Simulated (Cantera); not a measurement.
A perfectly stirred reactor is fed with CO : O₂ : H₂O : N₂ = 0.015 : 0.041 : 0.038 : 1 (molar parts), at 500000 Pa; it is held at 1025 K, and followed from long to short residence time.

Computed with Cantera and GRI-Mech 3.0 (53 species, 325 reactions).

### Question
Predict: x(CO) at τ = 1.70 s; x(O₂) at τ = 1.70 s; x(H₂O) at τ = 1.70 s; x(N₂O) at τ = 1.70 s; x(CO) at τ = 27.0 ms; x(O₂) at τ = 27.0 ms; x(H₂O) at τ = 27.0 ms; x(N₂O) at τ = 27.0 ms.

### Answer
- x(CO) at τ = 1.70 s: 0.00418
- x(O₂) at τ = 1.70 s: 0.0329
- x(H₂O) at τ = 1.70 s: 0.0349
- x(N₂O) at τ = 1.70 s: 2.39e-7
- x(CO) at τ = 27.0 ms: 0.0132
- x(O₂) at τ = 27.0 ms: 0.0372
- x(H₂O) at τ = 27.0 ms: 0.0347
- x(N₂O) at τ = 27.0 ms: 9.81e-9
